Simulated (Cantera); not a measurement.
A Cantera script and its output.

```python
import numpy as np
import cantera as ct

gas = ct.Solution("gri30.yaml")
gas.TPX = 1325, 1000000, {'CO': 1, 'H2': 0.31, 'O2': 0.963, 'N2': 3.37}
reactor = ct.IdealGasConstPressureReactor(gas, energy="on", clone=False)
net = ct.ReactorNet([reactor])
net.rtol, net.atol = 1e-08, 1e-16
show = ['CO', 'H2', 'O2', 'NO', 'H2O2', 'H2O']
times = np.geomspace(2e-06, 0.2, 14)

steps = ct.SolutionArray(gas, extra=["t"])
rows = []
print(f"{'t/s':>10s}{'T/K':>9s}{'P/Pa':>11s}" + "".join(f"{s:>11s}" for s in show))
for t in times:
    while net.time < t:
        t_next = net.step()
        steps.append(gas.state, t=t_next)
    rows.append([np.interp(t, steps.t, y) for y in (steps.T, steps.P, *steps(*show).X.T)])
    print(f"{t:10.3e}{rows[-1][0]:9.1f}{rows[-1][1]:11.4g}" + "".join(f"{x:11.3e}" for x in rows[-1][2:]))
rate = np.gradient(steps.T, steps.t)
print("integrator steps:", len(steps.t))
if steps.T.max() > steps.T[0] + 200:
    print(f"time of steepest temperature rise: {steps.t[rate.argmax()]:.4e} s")
gas.TPX = 1325, 1000000, {'CO': 1, 'H2': 0.31, 'O2': 0.963, 'N2': 3.37}
gas.equilibrate("HP")
print(f"equilibrium (HP): T = {gas.T:.1f} K  " + "  ".join(f"{s} {gas[s].X[0]:.3e}" for s in show))
```

Result:

```
       t/s      T/K       P/Pa         CO         H2         O2         NO       H2O2        H2O
 2.000e-06   1325.0      1e+06  1.772e-01  5.493e-02  1.706e-01  2.589e-14  1.471e-08  4.859e-06
 4.849e-06   1336.9      1e+06  1.768e-01  5.297e-02  1.691e-01  1.346e-09  2.162e-05  1.556e-03
 1.176e-05   2396.8      1e+06  6.585e-02  3.157e-03  8.457e-02  7.737e-05  5.847e-07  4.724e-02
 2.850e-05   2733.2      1e+06  3.254e-02  1.493e-03  7.225e-02  5.896e-04  4.830e-07  5.346e-02
 6.910e-05   2773.3      1e+06  2.769e-02  1.289e-03  6.975e-02  1.888e-03  5.427e-07  5.428e-02
 1.675e-04   2769.8      1e+06  2.750e-02  1.283e-03  6.835e-02  4.695e-03  5.352e-07  5.437e-02
 4.062e-04   2763.1      1e+06  2.724e-02  1.276e-03  6.589e-02  9.663e-03  5.209e-07  5.453e-02
 9.848e-04   2755.8      1e+06  2.697e-02  1.268e-03  6.324e-02  1.502e-02  5.053e-07  5.470e-02
 2.388e-03   2753.0      1e+06  2.687e-02  1.265e-03  6.225e-02  1.703e-02  4.995e-07  5.476e-02
 5.789e-03   2752.9      1e+06  2.687e-02  1.265e-03  6.220e-02  1.712e-02  4.992e-07  5.477e-02
 1.403e-02   2752.9      1e+06  2.687e-02  1.265e-03  6.220e-02  1.712e-02  4.992e-07  5.477e-02
 3.403e-02   2752.9      1e+06  2.687e-02  1.265e-03  6.220e-02  1.712e-02  4.992e-07  5.477e-02
 8.249e-02   2752.9      1e+06  2.687e-02  1.265e-03  6.220e-02  1.712e-02  4.992e-07  5.477e-02
 2.000e-01   2752.9      1e+06  2.687e-02  1.265e-03  6.220e-02  1.712e-02  4.992e-07  5.477e-02
integrator steps: 1365
time of steepest temperature rise: 6.6326e-06 s
equilibrium (HP): T = 2752.9 K  CO 2.687e-02  H2 1.265e-03  O2 6.220e-02  NO 1.712e-02  H2O2 4.992e-07  H2O 5.477e-02
```

Cantera simulation using GRI-Mech 3.0 (53 species, 325 reactions); the numbers are that mechanism's predictions, not measurements. The hydrogen kinetics of GRI-Mech 3.0 are dated; newer H2 mechanisms differ, most at raised pressure.
